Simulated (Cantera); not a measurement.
Feed: 1 mol SiH₄, 0.19 mol HCl, 1.6 mol H₂, equilibrated at 1275 K and 13300 Pa.

Cantera equilibrium calculation (NASA polynomials, part measured and part estimated; ideal gas, pure solids and liquids). Candidate condensed phases: Si; 19 gas species. The tables' values for SiCl₃ are old estimates; treat these amounts as uncertain. Equilibrium is a limit: real reactors are often held back by kinetics, nucleation or transport.

Base state: H₂ 0.959, HCl 0.0357, SiCl₂ 0.00344, SiHCl₃ 0.000824, SiCl₄ 0.000760, SiCl₃ 0.000634, SiH₂Cl₂ 0.000124 (mole fractions); condensed: Si(s).

Question: What changes in the equilibrium state with this change: H₂ from 1.6 to 55 mol?

Answer: 
| species | before | after |
|---|---|---|
| H₂ | 0.959 | 0.997 |
| HCl | 0.0357 | 0.00326 |
| SiCl₂ | 0.00344 | 2.77e-5 |
| SiCl₄ | 0.000760 | 4.90e-8 |
| SiCl₃ | 0.000634 | 4.57e-7 |
| Si(s), mol | 0.978 | 0.998 |
